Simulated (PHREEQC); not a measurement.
A solution holds 39 mmol/kgw NH4HS, at 20 °C. Closed to the air; pH follows from the charge balance.

Computed with PHREEQC (ion-association model, phreeqc.dat).

| quantity | before | after |
|---|---|---|
| pH | 8.21 | 7.63 |
| ionic strength (mol/kgw) | 0.0371 | 0.0385 |

Question: Name the change that produced these shifts.
A. NH4HS from 0.039 to 0.0078 mol/kgw
B. 0.018 mol/kgw H2SO4 added
C. temperature from 20 to 40 °C
D. 0.0062 mol/kgw CO2 added
E. temperature from 20 to 90 °C

Answer: D, 0.0062 mol/kgw CO2 added

No solid was allowed to form.
